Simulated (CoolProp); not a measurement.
Saturated liquid density (kg/m³) of sulfur hexafluoride: the reference equation beside estimates from Tc = 45.6 °C, pc = 3.755 MPa, ω = 0.210.

Model: reference Helmholtz-energy equation of state, Guder 2009, in CoolProp.

| T (°C) | reference | Redlich-Kwong | Soave-Redlich-Kwong |
|---|---|---|---|
| -28.45 | 1735 | 1579 | 1638 |
| -24.25 | 1712 | 1550 | 1610 |
| -20.15 | 1688 | 1521 | 1581 |
| -16.05 | 1663 | 1492 | 1552 |
| -11.95 | 1638 | 1461 | 1521 |
| -7.85 | 1612 | 1429 | 1488 |
| -3.65 | 1584 | 1394 | 1453 |
| 0.45 | 1555 | 1359 | 1417 |

Absolute difference from the reference over all 8 rows, mean and median: Redlich-Kwong 10.7 and 10.5 %, Soave-Redlich-Kwong 7.1 and 6.9 %.
